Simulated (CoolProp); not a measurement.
n-butane at several states: Z from the reference equation and from simpler models built on Tc = 152.0 °C, pc = 3.796 MPa, ω = 0.201; each cubic takes its own stable root.

Model: reference Helmholtz-energy equation of state, Bücker 2006, in CoolProp.

| T (°C) | p (MPa) | phase | reference | van der Waals | Redlich-Kwong | Soave-Redlich-Kwong | Peng-Robinson |
|---|---|---|---|---|---|---|---|
| 161.05 | 0.851 | gas | 0.9259 | 0.9331 | 0.9247 | 0.9253 | 0.9171 |
| -47.85 | 0.143 | liquid | 0.006829 | 0.9499 | 0.007442 | 0.007325 | 0.006504 |
| 54.65 | 1.72 | liquid | 0.06802 | 0.1092 | 0.07653 | 0.07396 | 0.06528 |
| -122.95 | 0.0411 | liquid | 0.002654 | 0.004347 | 0.002915 | 0.002905 | 0.002593 |
| 107.55 | 0.0262 | gas | 0.9966 | 0.9973 | 0.9968 | 0.9967 | 0.9964 |
| -66.55 | 6.14 | liquid | 0.3092 | 0.4939 | 0.3359 | 0.3322 | 0.2958 |

At some of these states van der Waals gives the other phase, because its saturation line lies elsewhere.
